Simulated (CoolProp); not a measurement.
Properties of sulfur dioxide along the isotherm 525 K.

Model: reference Helmholtz-energy equation of state, Gao 2016, in CoolProp.

```csv
p (bar),phase,density (kg/m³),cp (kJ/(kg K)),speed of sound (m/s),expansivity (1/kK)
0.374,gas,0.5493,0.7381,287.4,1.911
0.665,gas,0.9774,___,287.3,1.915
1.18,gas,1.736,0.7398,287.2,1.923
2.1,gas,3.096,0.7419,___,1.938
3.74,gas,5.534,0.7456,286.3,1.964
6.65,gas,9.902,0.7524,___,2.012
11.8,gas,___,___,___,2.099
21,gas,32.31,0.7890,280.4,___
37.4,gas,59.87,0.8382,274.9,2.613
66.5,gas,115.0,0.9517,265.8,3.397
118,supercritical,238.6,1.272,255.1,5.503
```

Question: Some entries are withheld; supply them.

Answer: 
- 0.665, cp (kJ/(kg K)): 0.7387
- 2.1, speed of sound (m/s): 286.8
- 6.65, speed of sound (m/s): 285.3
- 11.8, density (kg/m³): 17.77
- 11.8, cp (kJ/(kg K)): 0.7649
- 11.8, speed of sound (m/s): 283.5
- 21, expansivity (1/kK): 2.268
